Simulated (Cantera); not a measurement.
**MgCO3 + CO2 + H2 (calcination and drying)**

Charge: 1 mol MgCO3, 2.6 mol CO2, 0.31 mol H2, at 1000 Pa.

Method: chemical equilibrium by Gibbs-energy minimisation in Cantera with the NASA 1993 tables (ideal gas, pure condensed phases). Candidate condensed phases: C, C6H6, C7H8, C8H18, H2O, Mg, MgCO3, MgO, Mg(OH)2; 116 gas species. Kinetics and transport are ignored.

From 1398 K to 1898 K the condensed part is MgO(s).

```csv
T (K),log p CO2,log p CO,log p H2O,log p H2,log p O2,log p OH,n MgO(s)
1398,-2.07,-3.12,-3.12,-4.50,-9.96,-7.90,1.00
1448,-2.07,-3.12,-3.12,-4.54,-9.24,-7.51,1.00
1498,-2.07,-3.12,-3.12,-4.57,-8.56,-7.14,1.00
1548,-2.07,-3.11,-3.11,-4.60,-7.93,-6.80,1.00
1598,-2.07,-3.11,-3.11,-4.63,-7.34,-6.48,1.00
1648,-2.07,-3.11,-3.11,-4.66,-6.79,-6.18,1.000
1698,-2.07,-3.11,-3.11,-4.68,-6.27,-5.90,1.000
1748,-2.07,-3.11,-3.11,-4.71,-5.78,-5.64,1.000
1798,-2.07,-3.11,-3.11,-4.72,-5.33,-5.39,1.000
1848,-2.08,-3.10,-3.11,-4.74,-4.91,-5.15,1.000
1898,-2.08,-3.08,-3.12,-4.74,-4.54,-4.94,1.000
```
log p: log10 of the partial pressure in bar; n: condensed amount in mol.
